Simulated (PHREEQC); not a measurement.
A made-up water analysis in mmol/kgw, 25 °C, pH 6.47, pe 10.5:

```
constituent           mmol/kgw
--------------------  --------
Na                        0.92
K                      0.00332
Ca                       0.418
Mg                    0.000763
Cl                      0.0277
S(6)                   0.00095
Alkalinity (meq/kgw)      1.72
B                      0.00322
```

Valence states are taken as typed.

The numbers come from PHREEQC with the ion-association model, phreeqc.dat.

Precipitation was switched off in this run.

Estimate the specific conductance.

specific conductance 165 µS/cm.

In which forms is Mg present?

Mg+2 98 %, MgHCO3+ 1.6 % of the Mg.
